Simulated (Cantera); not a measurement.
**Adiabatic ignition**

An adiabatic, constant-pressure homogeneous reactor starts with CO : H₂ : CH₄ : O₂ : N₂ = 1 : 0.35 : 0.076 : 0.376 : 1.41 (molar parts), at 1723 K and 470000 Pa.

Detailed kinetics in Cantera: GRI-Mech 3.0 (53 species, 325 reactions).

```
t (s)     T (K)   x CO    x H₂     x CH₄    x HCN     x CH₂      x NO   x H₂O
--------  -----  -----  ------  --------  -------  --------  --------  ------
3.00e-6    1774  0.311   0.102    0.0182  1.97e-8   1.82e-5   1.38e-8  0.0108
1.01e-5    2634  0.261  0.0436    <1e-12  1.72e-9  1.22e-12  0.000111  0.0907
3.37e-5    2925  0.261  0.0424  1.49e-12  2.36e-8  6.11e-12  0.000532   0.108
0.000113   2963  0.261  0.0425  2.54e-12  7.36e-8  8.42e-12   0.00154   0.110
0.000378   2956  0.262  0.0429  2.67e-12  1.27e-7  8.39e-12   0.00308   0.110
0.00127    2955  0.262  0.0430  2.70e-12  1.40e-7  8.38e-12   0.00345   0.110
0.00424    2955  0.262  0.0430  2.70e-12  1.40e-7  8.38e-12   0.00345   0.110
0.0142     2955  0.262  0.0430  2.70e-12  1.40e-7  8.38e-12   0.00345   0.110
0.0476     2955  0.262  0.0430  2.70e-12  1.40e-7  8.38e-12   0.00345   0.110
0.160      2955  0.262  0.0430  2.70e-12  1.40e-7  8.38e-12   0.00345   0.110
0.535      2955  0.262  0.0430  2.70e-12  1.40e-7  8.38e-12   0.00345   0.110
1.79       2955  0.262  0.0430  2.70e-12  1.40e-7  8.38e-12   0.00345   0.110
6.00       2955  0.262  0.0430  2.70e-12  1.40e-7  8.38e-12   0.00345   0.110
```
x: mole fraction; the columns are a selection and need not sum to one.

- time of steepest temperature rise: 3.98 µs
- temperature at 6.00 s: 2955 K
- equilibrium temperature: 2955 K
- x(CO) at 6.00 s: 0.262 (gas-phase equilibrium 0.262)
- x(H₂) at 6.00 s: 0.0430 (gas-phase equilibrium 0.0430)
- x(CH₄) at 6.00 s: 2.70e-12 (gas-phase equilibrium 3.20e-12)
